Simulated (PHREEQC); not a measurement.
Spent oxide etchant (model solution)

Consider water at 25 °C with 0.071 mol HF, 0.026 mol H2SiF6 and 6.4e-05 mol HCl per kg of water. Closed to the air; pH follows from the charge balance.

Equilibrium calculation in PHREEQC: ion-association model, phreeqc.dat.

```yaml
pH: 1.35
ionic_strength: 0.0798 mol/kgw
density: 1.000 g/cm³
total_alkalinity: -227 meq/kg
```

| species | molality | activity | log γ |
|---|---|---|---|
| HF | 0.0689 | 0.0702 | 0.008 |
| H+ | 0.0538 | 0.0449 | -0.078 |
| SiF6-2 | 0.0260 | 0.0105 | -0.394 |
| F- | 0.00134 | 0.00104 | -0.109 |
| HF2- | 0.000354 | 0.000281 | -0.100 |
| Cl- | 6.40e-5 | 5.01e-5 | -0.106 |
| H4SiO4 | 1.29e-9 | 1.31e-9 | 0.008 |

No solid was allowed to form. SiF6-2 is the database's only silicon fluoride.
